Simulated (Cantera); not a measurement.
Charge: 1 mol CH₃SiCl₃, 0.49 mol C₂H₂, 2.6 mol H₂, 4.1 mol HCl, at 13.3 mbar.

Cantera equilibrium calculation (NASA polynomials, part measured and part estimated; ideal gas, pure solids and liquids). Candidate condensed phases: C, C₆H₆, C₇H₈, C₈H₁₈, Si, SiC; 109 gas species. The feed counts by its element totals alone. Rates play no part.

Which condensed phases are stable at each of these points (T (K)): 1050, 1150, 1250, 1350, 1450, 1550, 1650, 1750, 1850?


```tsv
T (K)	condensed phases	Si condensed (%)
1050	C(graphite)	0.0
1150	C(graphite) + SiC(s)	13.4
1250	C(graphite) + SiC(s)	39.5
1350	C(graphite) + SiC(s)	56.8
1450	C(graphite) + SiC(s)	62.4
1550	C(graphite) + SiC(s)	58.5
1650	C(graphite) + SiC(s)	49.5
1750	C(graphite) + SiC(s)	38.4
1850	C(graphite) + SiC(s)	26.6
```

At 1050 K the condensed part is C(graphite). From 1150 K to 1850 K the condensed part is C(graphite) + SiC(s).
